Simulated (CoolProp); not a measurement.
Properties of dimethyl carbonate along the isobar 6.93 MPa.

Computed with CoolProp (reference Helmholtz-energy equation of state, Zhou 2011).

```json
[
 {"T (K)": "407.5", "phase": "liquid", "Z": "0.1999", "cv (kJ/(kg K))": "1.530", "speed of sound (m/s)": "827.3", "isothermal compressibility (1/MPa)": "(withheld)"},
 {"T (K)": "417.1", "phase": "liquid", "Z": "0.1983", "cv (kJ/(kg K))": "1.548", "speed of sound (m/s)": "795.3", "isothermal compressibility (1/MPa)": "0.002341"},
 {"T (K)": "426.8", "phase": "liquid", "Z": "0.1970", "cv (kJ/(kg K))": "1.566", "speed of sound (m/s)": "763.3", "isothermal compressibility (1/MPa)": "(withheld)"},
 {"T (K)": "436.4", "phase": "liquid", "Z": "0.1959", "cv (kJ/(kg K))": "(withheld)", "speed of sound (m/s)": "731.7", "isothermal compressibility (1/MPa)": "0.002870"},
 {"T (K)": "446", "phase": "liquid", "Z": "0.1951", "cv (kJ/(kg K))": "(withheld)", "speed of sound (m/s)": "700.2", "isothermal compressibility (1/MPa)": "0.003199"},
 {"T (K)": "455.7", "phase": "liquid", "Z": "(withheld)", "cv (kJ/(kg K))": "1.618", "speed of sound (m/s)": "668.3", "isothermal compressibility (1/MPa)": "0.003592"},
 {"T (K)": "465.3", "phase": "liquid", "Z": "0.1943", "cv (kJ/(kg K))": "1.635", "speed of sound (m/s)": "636.5", "isothermal compressibility (1/MPa)": "(withheld)"},
 {"T (K)": "474.9", "phase": "liquid", "Z": "0.1943", "cv (kJ/(kg K))": "1.653", "speed of sound (m/s)": "604.2", "isothermal compressibility (1/MPa)": "0.004627"},
 {"T (K)": "484.5", "phase": "liquid", "Z": "0.1947", "cv (kJ/(kg K))": "1.670", "speed of sound (m/s)": "571.4", "isothermal compressibility (1/MPa)": "0.005333"},
 {"T (K)": "494.2", "phase": "liquid", "Z": "0.1955", "cv (kJ/(kg K))": "1.688", "speed of sound (m/s)": "537.3", "isothermal compressibility (1/MPa)": "0.006244"},
 {"T (K)": "503.8", "phase": "liquid", "Z": "0.1968", "cv (kJ/(kg K))": "1.706", "speed of sound (m/s)": "502.4", "isothermal compressibility (1/MPa)": "0.007433"}
]
```

Question: What belongs in the gaps?

Answer: 
- 407.5, isothermal compressibility (1/MPa): 0.002128
- 426.8, isothermal compressibility (1/MPa): 0.002588
- 436.4, cv (kJ/(kg K)): 1.584
- 446, cv (kJ/(kg K)): 1.601
- 455.7, Z: 0.1946
- 465.3, isothermal compressibility (1/MPa): 0.004059
